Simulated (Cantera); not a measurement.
Input: 1 mol C, 0.051 mol H2O, 0.087 mol CO2, equilibrated at 9700 Pa.

Method: chemical equilibrium by Gibbs-energy minimisation in Cantera with the NASA 1993 tables (ideal gas, pure condensed phases). Candidate condensed phases: C, C6H6, C7H8, C8H18, H2O; 110 gas species. Rates play no part.

Question: What share of the C ends up in condensed phases as a function of T (K), at 673, 773, 873, 973, 1073, 1173, 1273, 1373, 1473, 1573, 1673, 1773, 1873?

Answer: 
| T (K) | C condensed (%) | as |
|---|---|---|
| 673 | 90.8 | C(graphite) |
| 773 | 89.3 | C(graphite) |
| 873 | 85.2 | C(graphite) |
| 973 | 80.8 | C(graphite) |
| 1073 | 79.6 | C(graphite) |
| 1173 | 79.4 | C(graphite) |
| 1273 | 79.3 | C(graphite) |
| 1373 | 79.3 | C(graphite) |
| 1473 | 79.3 | C(graphite) |
| 1573 | 79.3 | C(graphite) |
| 1673 | 79.3 | C(graphite) |
| 1773 | 79.3 | C(graphite) |
| 1873 | 79.3 | C(graphite) |
